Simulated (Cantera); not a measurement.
An adiabatic, constant-pressure homogeneous reactor starts with CH4 : C2H6 : C3H8 : O2 : N2 = 1 : 0.16 : 0.061 : 1.59 : 5.98 (molar parts), equivalence ratio 1.8, at 1625 K and 0.840 bar. Integrator tolerance rtol = 1e-08.

Detailed kinetics in Cantera: GRI-Mech 3.0 (53 species, 325 reactions).

### Question
What does this change do: initial temperature 1625 to 1150 K?

### Answer
```tsv
quantity	before	after
time of steepest temperature rise	87.7 µs	8.49 ms
temperature at 7.00 s	2674 K	2359 K
equilibrium temperature	2674 K	2359 K
x(CH4) at 7.00 s	1.73e-12 (gas-phase equilibrium 1.97e-12)	7.06e-12 (gas-phase equilibrium 7.96e-12)
x(C2H6) at 7.00 s	<1e-12 (gas-phase equilibrium <1e-12)	<1e-12 (gas-phase equilibrium <1e-12)
x(C3H8) at 7.00 s	<1e-12 (gas-phase equilibrium <1e-12)	<1e-12 (gas-phase equilibrium <1e-12)
x(HCO) at 7.00 s	2.25e-7 (gas-phase equilibrium 2.25e-7)	9.23e-8 (gas-phase equilibrium 9.23e-8)
x(C2H) at 7.00 s	<1e-12 (gas-phase equilibrium <1e-12)	<1e-12 (gas-phase equilibrium <1e-12)
x(N2O) at 7.00 s	4.09e-8 (gas-phase equilibrium 4.09e-8)	5.16e-9 (gas-phase equilibrium 5.16e-9)
```

### Question
What does this change do: N2 5.98 to 8.7 parts?

### Answer
| quantity | before | after |
|---|---|---|
| time of steepest temperature rise | 87.7 µs | 0.116 ms |
| temperature at 7.00 s | 2674 K | 2528 K |
| equilibrium temperature | 2674 K | 2528 K |
| x(CH4) at 7.00 s | 1.73e-12 (gas-phase equilibrium 1.97e-12) | 1.57e-12 (gas-phase equilibrium 1.77e-12) |
| x(C2H6) at 7.00 s | <1e-12 (gas-phase equilibrium <1e-12) | <1e-12 (gas-phase equilibrium <1e-12) |
| x(C3H8) at 7.00 s | <1e-12 (gas-phase equilibrium <1e-12) | <1e-12 (gas-phase equilibrium <1e-12) |
| x(HCO) at 7.00 s | 2.25e-7 (gas-phase equilibrium 2.25e-7) | 1.08e-7 (gas-phase equilibrium 1.08e-7) |
| x(C2H) at 7.00 s | <1e-12 (gas-phase equilibrium <1e-12) | <1e-12 (gas-phase equilibrium <1e-12) |
| x(N2O) at 7.00 s | 4.09e-8 (gas-phase equilibrium 4.09e-8) | 1.94e-8 (gas-phase equilibrium 1.94e-8) |
